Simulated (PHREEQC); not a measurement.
0.46 g of hydrous ferric oxide (600 m²/g; 0.2 weak and 0.005 strong sites per Fe, Dzombak-Morel constants, diffuse double layer) in 1 kg of water with 0.005 mol/kgw of an inert sodium salt and 3.4e-05 mol/kgw Na2HAsO4, at 25 °C; the pH is set by adding NaOH or the inert anion's acid. O2 is buffered at 0.21 atm. CO2 from the air is kept out. Nothing may precipitate in this run.

All values are PHREEQC results (ion-association model, wateq4f.dat), not measurements.

```
pH     As sorbed (%)  surface charge σ (C/m²)  surface potential ψ (mV)
-----  -------------  -----------------------  ------------------------
4              100.0                    0.173                       190
4.67           100.0                    0.107                       166
5.33           100.0                    0.061                       138
6              100.0                    0.032                       106
6.67           100.0                    0.015                        70
7.33           100.0                    0.006                        34
8              100.0                   -0.001                        -4
8.67            99.5                   -0.007                       -41
9.33            93.3                   -0.018                       -77
10              61.7                   -0.034                      -108
10.67           20.4                   -0.061                      -135
11.33            3.9                   -0.113                      -159
12               0.8                   -0.216                      -172
```

Species that the database lacks are ignored.
